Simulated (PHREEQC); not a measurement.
Dissolve 0.034 mol/kgw NaOH at 25 °C. Closed to the air; pH follows from the charge balance.

All values are PHREEQC results (ion-association model, phreeqc.dat), not measurements.

No solid was allowed to form.

Question: Estimate the pH.

Answer: pH 12.45.
